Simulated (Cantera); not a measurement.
An isothermal, constant-pressure homogeneous reactor starts with H2 : O2 : N2 = 1.1 : 1 : 6.4 (molar parts), equivalence ratio 0.55, at 1125 K and 0.130 bar.

Computed with Cantera and GRI-Mech 3.0 (53 species, 325 reactions). The temperature is held fixed by assumption; the heat of reaction is taken as removed at once.

One state of this run: x H2 = 5.10e-9; x O2 = 0.0566; x OH = 1.67e-6; x O = 4.17e-9; x NO2 = 1.97e-8. x: mole fraction; the columns are a selection and need not sum to one.

**Question.** Which value of t (s) does it belong to?
(A) 5.02e-5
(B) 0.00632
(C) 20.0
(D) 0.796

**Answer.** C, 20.0
